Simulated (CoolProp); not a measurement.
Vapour-liquid equilibrium of isopentane (1) + R365MFC (2) at 1.55 MPa; x and y are mole fractions of (1).

Computed with CoolProp (multi-fluid Helmholtz-energy mixture model, Lemmon 2006 and Lemmon 2016; pair parameters Bell 2016).

| x | bubble temperature, mixture model (K) | bubble temperature, Raoult's law (K) | y, mixture model | y, Raoult's law |
|---|---|---|---|---|
| 0.05 | 415.1 | 418.2 | 0.087 | 0.055 |
| 0.2 | 407.7 | 417.3 | 0.288 | 0.218 |
| 0.35 | 403.5 | 416.4 | 0.426 | 0.376 |
| 0.5 | 401.6 | 415.5 | 0.532 | 0.528 |
| 0.65 | 401.5 | 414.6 | 0.629 | 0.676 |
| 0.8 | 403.4 | 413.6 | 0.743 | 0.818 |
| 0.95 | 409.0 | 412.7 | 0.916 | 0.955 |

The largest gap from Raoult's law is -13.9 K in bubble temperature, at x = 0.5. y crosses x between x = 0.5 and 0.65: the model has an azeotrope there.

The pair parameters rest on a limited set of measurements; away from them the model extrapolates.
